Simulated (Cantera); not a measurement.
Feed: 1 mol Ta(OEt)5, 2 mol O2, 230 mol H2, held at 2173.15 K and 2.60 Pa.

Cantera equilibrium calculation (NASA polynomials, part measured and part estimated; ideal gas, pure solids and liquids). The feed counts by its element totals alone. TaC: taken at fixed stoichiometry. Condensed phases not in the tables: Ta2C. The numbers say what is thermodynamically allowed, not how fast it happens.

```
species      before     after
-----------  ------  --------
H2            0.386     0.964
CO           0.0253    0.0358
H             0.589  0.000142
TaC(s), mol   1.000      1.00
```
Gas species are given as mole fractions.

**Question.** What was changed between the two runs?
A. temperature from 2173.15 K to 1275 K
B. O2 from 2 to 3.2 mol
C. O2 from 2 to 0.53 mol
D. O2 from 2 to 0.32 mol

**Answer.** A, temperature from 2173.15 K to 1275 K
